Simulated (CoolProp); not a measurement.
Vapour-liquid equilibrium of R143a (1) + propane (2) at 256 K; x and y are mole fractions of (1).

Computed with CoolProp (multi-fluid Helmholtz-energy mixture model, Lemmon and Jacobsen 2000 and Lemmon 2009; pair parameters Bell 2016).

### Question
Give the bubble pressure and the first vapour's composition at x = 0.05, 0.65, 0.8. Is there an azeotrope?

### Answer
x = 0.05: 3.161 bar, y = 0.172; x = 0.65: 4.308 bar, y = 0.615; x = 0.8: 4.163 bar, y = 0.714. y crosses x between x = 0.5 and 0.65: the model has an azeotrope there.

The pair parameters rest on a limited set of measurements; away from them the model extrapolates.
